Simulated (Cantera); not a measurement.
Input: 1 mol Si, 7 mol HBr, 15 mol N2, held at 1052 °C and 750 Torr.

Equilibrium computed with Cantera from the NASA thermochemical tables; the gas is ideal and each condensed phase is pure. Candidate condensed phases: Br2, Si, Si3N4; 28 gas species. N2 is the only nitrogen source here; it is nearly inert below about 1500 K, so the nitride shown seldom forms there in practice. The tables' values for SiBr3 are old estimates; treat these amounts as uncertain. Rates play no part.

Base state: N2 0.694, HBr 0.228, H2 0.0513, SiBr4 0.0250, SiBr3 0.000409, Br 0.000350, SiBr2 0.000249, SiHBr3 0.000176 (mole fractions); condensed: Si3N4(s).

Problem. What changes in the equilibrium state with this change: pressure from 750 Torr to 100 Torr?

Solution. 
| species | before | after |
|---|---|---|
| N2 | 0.694 | 0.691 |
| HBr | 0.228 | 0.240 |
| H2 | 0.0513 | 0.0447 |
| SiBr4 | 0.0250 | 0.0208 |
| SiBr2 | 0.000249 | 0.00122 |
| Br | 0.000350 | 0.00108 |
| Si3N4(s), mol | 0.151 | 0.171 |
